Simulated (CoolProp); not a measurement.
Model: reference Helmholtz-energy equation of state, Schroeder 2014, in CoolProp.

### Question
For ethanol, give the phase and the cp (kJ/(kg K)), cv (kJ/(kg K)), Joule-Thomson coefficient (K/MPa) at 161.05 °C and 200 bar; 203.95 °C and 4.79 bar; 248.95 °C and 0.267 bar.

### Answer
- 161.05 °C and 200 bar: liquid; cp 3.67, cv 2.84, Joule-Thomson coefficient -0.0853
- 203.95 °C and 4.79 bar: gas; cp 2.14, cv 1.90, Joule-Thomson coefficient 14.5
- 248.95 °C and 0.267 bar: gas; cp 2.15, cv 1.96, Joule-Thomson coefficient 9.41
